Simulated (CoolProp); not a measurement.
Vapour-liquid equilibrium of ethane (1) + n-butane (2) at 230.5 K; x and y are mole fractions of (1).

Model: multi-fluid Helmholtz-energy mixture model, Bücker 2006 and Bücker 2006; pair parameters Kunz 2012, in CoolProp.

```json
[
 {"x": "0.05", "bubble pressure (MPa)": "?", "y at the bubble point": "?", "dew pressure at overall composition x (MPa)": "0.01526", "liquid density (mol/L)": "11.29"},
 {"x": "0.2", "bubble pressure (MPa)": "0.1456", "y at the bubble point": "0.915", "dew pressure at overall composition x (MPa)": "0.01807", "liquid density (mol/L)": "11.93"},
 {"x": "0.35", "bubble pressure (MPa)": "0.2492", "y at the bubble point": "?", "dew pressure at overall composition x (MPa)": "0.02215", "liquid density (mol/L)": "?"},
 {"x": "0.5", "bubble pressure (MPa)": "0.3537", "y at the bubble point": "0.975", "dew pressure at overall composition x (MPa)": "0.02860", "liquid density (mol/L)": "13.34"},
 {"x": "0.65", "bubble pressure (MPa)": "0.4576", "y at the bubble point": "0.985", "dew pressure at overall composition x (MPa)": "0.04033", "liquid density (mol/L)": "14.11"},
 {"x": "0.8", "bubble pressure (MPa)": "?", "y at the bubble point": "?", "dew pressure at overall composition x (MPa)": "0.06834", "liquid density (mol/L)": "14.91"},
 {"x": "0.95", "bubble pressure (MPa)": "0.6724", "y at the bubble point": "0.998", "dew pressure at overall composition x (MPa)": "0.2223", "liquid density (mol/L)": "15.72"}
]
```

Problem. Complete the blanks.

Solution. 
- 0.05, bubble pressure (MPa): 0.04604
- 0.05, y at the bubble point: 0.695
- 0.35, y at the bubble point: 0.957
- 0.35, liquid density (mol/L): 12.61
- 0.8, bubble pressure (MPa): 0.5622
- 0.8, y at the bubble point: 0.992

No azeotrope shows between x = 0.05 and 0.95.

Pair parameters are fitted to limited data, so mixtures are less certain than the pure fluids.
